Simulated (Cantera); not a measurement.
Predominance diagram of Ca at 650 K against the partial pressures of O2 and Cl2 (log10, bar). Cantera with NASA thermochemical tables; ideal gases at 1 bar, condensed phases pure. Candidates: Ca(s), CaCl2(s), CaO(s). Only these pure phases compete in this equilibrium. Not in the tables: oxide halides.

```
log p(Cl2) \ log p(O2)
        columns: -59, -56.2, -53.4, -50.6, -47.8, -45, -42.1, -39.3, -36.5, -33.7, -30.9, -28.1, -25.3, -22.5, -19.7, -16.9, -14, -11.2, -8.4, -5.6, -2.8, 0
      0  A A A A A A A A A A A A A A A A A A A A A A
   -3.6  A A A A A A A A A A A A A A A A A A A A A A
   -7.1  A A A A A A A A A A A A A A A A A A A A A A
  -10.7  A A A A A A A A A A A A A A A A A A A A A B
  -14.3  A A A A A A A A A A A A A A A A A A A B B B
  -17.9  A A A A A A A A A A A A A A A A B B B B B B
  -21.4  A A A A A A A A A A A A A A B B B B B B B B
    -25  A A A A A A A A A A A B B B B B B B B B B B
  -28.6  A A A A A A A A B B B B B B B B B B B B B B
  -32.1  A A A A A A B B B B B B B B B B B B B B B B
  -35.7  A A A B B B B B B B B B B B B B B B B B B B
  -39.3  A B B B B B B B B B B B B B B B B B B B B B
  -42.9  B B B B B B B B B B B B B B B B B B B B B B
  -46.4  B B B B B B B B B B B B B B B B B B B B B B
    -50  B B B B B B B B B B B B B B B B B B B B B B
```

A: CaCl2(s); B: CaO(s).
